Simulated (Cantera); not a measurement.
Cantera run:

```python
import numpy as np
import cantera as ct

gas_names = """
    C CN CO CO2 C2 CCN CNC C2N2 C2O C3 C3O2 C4 C4N2 C5 N NCO NO NO2 NO3 N2 N2O O O2 O3 Si SiC SiC2 SiN
    SiO SiO2 Si2 Si2C Si2N Si3
""".split()
cond_names = """
    C(gr) Si(cr) Si(L) SiC(b) SiO2(Lqz) SiO2(hqz) SiO2(L) Si2N2O(s) Si3N4(a)
""".split()


# ... load() reads the species with a 1 bar reference pressure and builds the phases ...
atoms = {
    'SiC': {'Si': 1, 'C': 1},
    'N2O': {'N': 2, 'O': 1},
    'N2': {'N': 2},
    'CO2': {'C': 1, 'O': 2},
}
top_T = {'C(gr)': 4500, 'SiC(b)': 3050, 'Si2N2O(s)': 2100, 'Si3N4(a)': 2400}  # K; cautious upper limits of use, not melting points


# ... equilibrate(T, P, feed) seeds the gas with the atoms and calls Mixture.equilibrate('TP', solver="vcs", rtol=1e-11, max_steps=5000) ...
results = []
T = 2173.15  # K
P = 26  # Pa
for m in [12, 18, 24, 30, 36, 42, 49, 55, 61, 67, 73]:
    feed = {'SiC': 1, 'N2O': 0.031, 'N2': m, 'CO2': 0.16}  # mol
    mix = equilibrate(T, P, feed)
    results.append((T, P, feed, dict(zip(mix.species_names, mix.species_moles))))
    x = sorted(zip(gas.X, gas.species_names), reverse=True)
    print(f"T = {T:g} K  P = {P:g} Pa  n(N2) = {m:g} mol  gas = {mix.phase_moles(0):.4g} mol")
    print("   x: " + "  ".join(f"{s} {v:.3e}" for v, s in x if v > 0.0001))
    print("   condensed (mol): " + ("  ".join(f"{mix.phase(i).name} {mix.phase_moles(i):.4g}"
          for i in range(1, mix.n_phases) if mix.phase_moles(i) > 1e-12) or "none"))
```

Output:

```
T = 2173.15 K  P = 26 Pa  n(N2) = 12 mol  gas = 13.35 mol
   x: N2 9.009e-01  Si 6.462e-02  CO 2.608e-02  SiC2 5.600e-03  Si2C 2.074e-03  CN 2.655e-04  SiO 2.107e-04  SiN 1.761e-04
   condensed (mol): C(gr) 0.6305
T = 2173.15 K  P = 26 Pa  n(N2) = 18 mol  gas = 19.36 mol
   x: N2 9.311e-01  Si 4.537e-02  CO 1.803e-02  SiC2 3.932e-03  Si2C 1.022e-03  CN 2.699e-04  SiN 1.257e-04  SiO 1.023e-04
   condensed (mol): C(gr) 0.633
T = 2173.15 K  P = 26 Pa  n(N2) = 24 mol  gas = 25.37 mol
   x: N2 9.471e-01  Si 3.497e-02  CO 1.378e-02  SiC2 3.031e-03  Si2C 6.075e-04  CN 2.722e-04
   condensed (mol): C(gr) 0.6335
T = 2173.15 K  P = 26 Pa  n(N2) = 30 mol  gas = 31.37 mol
   x: N2 9.571e-01  Si 2.846e-02  CO 1.115e-02  SiC2 2.466e-03  Si2C 4.022e-04  CN 2.736e-04
   condensed (mol): C(gr) 0.6331
T = 2173.15 K  P = 26 Pa  n(N2) = 36 mol  gas = 37.37 mol
   x: N2 9.639e-01  Si 2.399e-02  CO 9.363e-03  SiC2 2.079e-03  Si2C 2.858e-04  CN 2.746e-04
   condensed (mol): C(gr) 0.6323
T = 2173.15 K  P = 26 Pa  n(N2) = 42 mol  gas = 43.38 mol
   x: N2 9.688e-01  Si 2.073e-02  CO 8.071e-03  SiC2 1.797e-03  CN 2.753e-04  Si2C 2.135e-04
   condensed (mol): C(gr) 0.6312
T = 2173.15 K  P = 26 Pa  n(N2) = 49 mol  gas = 50.38 mol
   x: N2 9.731e-01  Si 1.790e-02  CO 6.952e-03  SiC2 1.551e-03  CN 2.759e-04  Si2C 1.592e-04
   condensed (mol): C(gr) 0.6297
T = 2173.15 K  P = 26 Pa  n(N2) = 55 mol  gas = 56.38 mol
   x: N2 9.759e-01  Si 1.602e-02  CO 6.213e-03  SiC2 1.389e-03  CN 2.763e-04  Si2C 1.275e-04
   condensed (mol): C(gr) 0.6282
T = 2173.15 K  P = 26 Pa  n(N2) = 61 mol  gas = 62.38 mol
   x: N2 9.782e-01  Si 1.450e-02  CO 5.616e-03  SiC2 1.257e-03  CN 2.766e-04  Si2C 1.045e-04
   condensed (mol): C(gr) 0.6267
T = 2173.15 K  P = 26 Pa  n(N2) = 67 mol  gas = 68.38 mol
   x: N2 9.800e-01  Si 1.325e-02  CO 5.124e-03  SiC2 1.148e-03  CN 2.769e-04
   condensed (mol): C(gr) 0.6251
T = 2173.15 K  P = 26 Pa  n(N2) = 73 mol  gas = 74.39 mol
   x: N2 9.816e-01  Si 1.219e-02  CO 4.711e-03  SiC2 1.057e-03  CN 2.771e-04
   condensed (mol): C(gr) 0.6235
```

Cantera equilibrium calculation (NASA polynomials, part measured and part estimated; ideal gas, pure solids and liquids). The tables' values for SiN are old estimates; treat these amounts as uncertain.
